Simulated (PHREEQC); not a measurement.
Make-up at 19 °C: 0.0013 mol/kgw HCl, 7.7e-05 mol/kgw ZnSO4 and 0.0023 mol/kgw MgCl2. Closed to the air; pH follows from the charge balance.

All values are PHREEQC results (ion-association model, phreeqc.dat), not measurements.

Q: The ionic strength comes out as 0.00844 mol/kgw. What activity coefficients do Zn+2, HSO4-, Cl-, SO4-2, H+ get?

A: Zn+2 0.69, HSO4- 0.91, Cl- 0.91, SO4-2 0.69, H+ 0.92.

No solid was allowed to form.
